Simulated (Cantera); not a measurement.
Cantera run:

```python
import numpy as np
import cantera as ct

gas_names = [...]  # 92 gases of nasa_gas.yaml made of C, H, N
cond_names = """
    C(gr) C6H6(L) C7H8(L) C8H18(L),n-octa
""".split()


# ... load() reads the species with a 1 bar reference pressure and builds the phases ...
atoms = {
    'C': {'C': 1},
    'NH3': {'N': 1, 'H': 3},
    'N2': {'N': 2},
}
top_T = {'C(gr)': 4500}  # K; cautious upper limits of use, not melting points


# ... equilibrate(T, P, feed) seeds the gas with the atoms and calls Mixture.equilibrate('TP', solver="vcs", rtol=1e-11, max_steps=5000) ...
results = []
feed = {'C': 1, 'NH3': 0.031, 'N2': 21}  # mol
T = 1198  # K
P = 13332.2  # Pa
mix = equilibrate(T, P, feed)
results.append((T, P, feed, dict(zip(mix.species_names, mix.species_moles))))
print(gas.report(threshold=1e-06))
for i in range(1, mix.n_phases):
    print(f"{mix.phase(i).name:16s} {mix.phase_moles(i):12.5e} mol")
```

Output:

```
       temperature   1198 K
          pressure   13332 Pa
           density   0.037419 kg/m^3
  mean mol. weight   27.957 kg/kmol
   phase of matter   gas

                          1 kg             1 kmol
                     ---------------   ---------------
          enthalpy        1.0026e+06         2.803e+07  J
   internal energy        6.4633e+05        1.8069e+07  J
           entropy              8975        2.5091e+05  J/K
    Gibbs function       -9.7495e+06       -2.7256e+08  J
 heat capacity c_p            1202.7             33624  J/K
 heat capacity c_v            905.31             25309  J/K

                      mass frac. Y      mole frac. X     chem. pot. / RT
                     ---------------   ---------------   ---------------
               HCN        3.3058e-06        3.4197e-06           -28.533
                H2        0.00015908          0.002206           -26.105
                N2           0.99984           0.99779           -27.367
     [  +89 minor]         2.504e-08        5.4658e-08

C(gr)             9.99927e-01 mol
```

Cantera equilibrium calculation (NASA polynomials, part measured and part estimated; ideal gas, pure solids and liquids).
